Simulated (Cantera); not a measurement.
Feed: 1 mol TiO₂, 0.017 mol Cl₂, 2.5 mol O₂, equilibrated at 1498.15 K.

Cantera equilibrium calculation (NASA polynomials, part measured and part estimated; ideal gas, pure solids and liquids). Candidate condensed phases: Ti, TiCl₂, TiCl₃, TiCl₄, TiO, TiO₂, Ti₂O₃, Ti₃O₅, Ti₄O₇; 15 gas species. Rates play no part.

log p: log10 of the partial pressure in bar; n: condensed amount in mol.

| P (Pa) | log p O₂ | log p Cl | log p Cl₂ | log p ClO | log p O | log p TiCl₄ | log p O₃ | n TiO₂(rutile) |
|---|---|---|---|---|---|---|---|---|
| 1000 | -2.01 | -3.90 | -5.33 | -6.52 | -6.41 | -11.87 | -11.52 | 1.00 |
| 2700 | -1.57 | -3.52 | -4.55 | -5.91 | -6.19 | -10.74 | -10.87 | 1.00 |
| 7200 | -1.15 | -3.17 | -3.85 | -5.35 | -5.98 | -9.77 | -10.23 | 1.00 |
| 19000 | (withheld) | (withheld) | (withheld) | (withheld) | (withheld) | (withheld) | (withheld) | 1.00 |
| 52000 | -0.29 | -2.57 | -2.67 | -4.33 | -5.55 | -8.26 | -8.94 | 1.00 |
| 140000 | 0.14 | -2.32 | -2.16 | -3.85 | -5.33 | -7.67 | -8.30 | 1.00 |
| 370000 | (withheld) | (withheld) | (withheld) | (withheld) | (withheld) | (withheld) | (withheld) | 1.00 |
| 1000000 | 1.00 | -1.85 | -1.22 | -2.96 | -4.90 | -6.65 | -7.02 | 1.00 |

Some entries are withheld; supply them.


- 19000, log p O₂: -0.73
- 19000, log p Cl: -2.86
- 19000, log p Cl₂: -3.24
- 19000, log p ClO: -4.83
- 19000, log p O: -5.77
- 19000, log p TiCl₄: -8.96
- 19000, log p O₃: -9.60
- 370000, log p O₂: 0.56
- 370000, log p Cl: -2.08
- 370000, log p Cl₂: -1.69
- 370000, log p ClO: -3.41
- 370000, log p O: -5.12
- 370000, log p TiCl₄: -7.15
- 370000, log p O₃: -7.66
